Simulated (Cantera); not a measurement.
Input (Python, Cantera) and output of one run.

```python
import numpy as np
import cantera as ct

gas_names = [...]  # 114 gases of nasa_gas.yaml made of C, Fe, H, O
cond_names = """
    C(gr) C6H6(L) C7H8(L) C8H18(L),n-octa Fe(a) Fe(c) Fe(d) Fe(L) FeC5O5(L) FeO(s) FeO(L) Fe(OH)2(s)
    Fe(OH)3(s) Fe2O3(s) Fe3O4(s) H2O(s) H2O(L)
""".split()


# ... load() reads the species with a 1 bar reference pressure and builds the phases ...
atoms = {
    'Fe3O4': {'Fe': 3, 'O': 4},
    'CH4': {'C': 1, 'H': 4},
    'CO': {'C': 1, 'O': 1},
}
top_T = {'C(gr)': 4500, 'Fe2O3(s)': 1830, 'Fe3O4(s)': 1870}  # K; cautious upper limits of use, not melting points


# ... equilibrate(T, P, feed) seeds the gas with the atoms and calls Mixture.equilibrate('TP', solver="gibbs", rtol=1e-10, max_steps=50000) ...
results = []
feed = {'Fe3O4': 1, 'CH4': 0.49, 'CO': 0.033}  # mol
P = 69000  # Pa
for T in [975, 1075, 1175, 1275, 1375, 1475, 1575, 1675, 1775, 1875]:
    mix = equilibrate(T, P, feed)
    results.append((T, P, feed, dict(zip(mix.species_names, mix.species_moles))))

top = {s: max(r[3][s] / sum(r[3][g] for g in gas_names) for r in results) for s in gas_names}
cols = sorted((s for s in top if top[s] > 1e-05), key=lambda s: -top[s])[:7]
seen = [c for c in cond_names if any(r[3].get(c, 0) > 1e-12 for r in results)]
print("log10 of partial pressures in bar; condensed amounts in mol")
print(f"{'T/K':>10s}" + "".join(f"{s[:9]:>10s}" for s in cols + seen))
for T, P, feed, n in results:
    ng = sum(n[g] for g in gas_names)
    print(f"{T:10.4g}" + "".join(f"{np.log10(max(n[s] / ng * P / 1e5, 1e-99)):10.3f}" for s in cols)
          + "".join(f"{n.get(c, 0):10.4g}" for c in seen))
```

It prints:

```
log10 of partial pressures in bar; condensed amounts in mol
       T/K        H2        CO       H2O       CO2       CH4         H        Fe    FeO(s)    FeO(L)
       975    -0.509    -0.855    -0.859    -1.002    -2.643    -9.196   -14.800         3         0
      1075    -0.524    -0.807    -0.823    -1.075    -3.799    -8.095   -12.717         3         0
      1175    -0.540    -0.777    -0.793    -1.137    -4.781    -7.181   -11.002         3         0
      1275    -0.553    -0.755    -0.770    -1.192    -5.610    -6.409    -9.562         3         0
      1375    -0.564    -0.738    -0.752    -1.242    -6.317    -5.747    -8.336         3         0
      1475    -0.573    -0.725    -0.739    -1.286    -6.926    -5.173    -7.282         3         0
      1575    -0.580    -0.715    -0.728    -1.326    -7.455    -4.671    -6.365         3         0
      1675    -0.586    -0.707    -0.720    -1.361    -7.919    -4.228    -5.574         0         3
      1775    -0.591    -0.700    -0.713    -1.392    -8.329    -3.834    -4.908         0         3
      1875    -0.596    -0.695    -0.708    -1.420    -8.693    -3.481    -4.316         0         3
```

Cantera equilibrium calculation (NASA polynomials, part measured and part estimated; ideal gas, pure solids and liquids). The tables' stoichiometric FeO is somewhat more stable than real wüstite, so its field is too wide. FeO: taken at fixed stoichiometry.
